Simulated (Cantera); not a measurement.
# CuO + NF3 + O2 (oxide etching and cleaning by halides)

Charge: 1 mol CuO, 5.7 mol NF3, 11 mol O2, equilibrated at 827 °C and 3.00 Pa.

Method: chemical equilibrium by Gibbs-energy minimisation in Cantera with the NASA 1993 tables (ideal gas, pure condensed phases). Candidate condensed phases: Cu, CuF2, CuO, Cu2O; 22 gas species. The numbers say what is thermodynamically allowed, not how fast it happens.

```yaml
x(F): 0.496
x(O2): 0.378
x(N2): 0.0936
x(CuF2): 0.0328
x(F2): 0.000126
x(NO): 3.93e-5
gas_amount: 30.45 mol
log10 activity of CuF2(s) (absent): -2.28
log10 activity of Cu(s) (absent): -11.67
```
